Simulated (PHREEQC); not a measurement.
Make-up at 25 °C: 0.00053 mol Na2HAsO4 per kg of water. Closed to the air; pH follows from the charge balance.

Computed with PHREEQC (ion-association model, wateq4f.dat).

```
Property                    Value
----------------  ---------------
pH                           8.87
ionic strength    0.00158 mol/kgw
total alkalinity     0.530 meq/kg
```

```csv
species,molality,activity,log γ
Na+,0.00106,0.00101,-0.019
HAsO4-2,0.000520,0.000436,-0.077
H2AsO4-,8.86e-6,8.47e-6,-0.019
OH-,7.78e-6,7.44e-6,-0.019
AsO4-3,1.08e-6,7.24e-7,-0.173
H+,1.40e-9,1.35e-9,-0.018
```

This is a speciation only: nothing precipitates in the calculation.
